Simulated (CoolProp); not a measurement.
Values from CoolProp's reference Helmholtz-energy equation of state, Lemmon 2006. It is a short technical equation, of lower accuracy than the large ones.

Question: Give the vapour pressure (bar), vapour density (kg/m³), vapour viscosity (µPa s) of saturated hydrogen sulfide at 277.9 K.

Answer: 
| T (K) | p (bar) | vapour density (kg/m³) | vapour viscosity (µPa s) |
|---|---|---|---|
| 277.9 | 11.8 | 20.0 | 10.5 |

Viscosity comes from a separate model (Quiñones-Cisneros 2012).
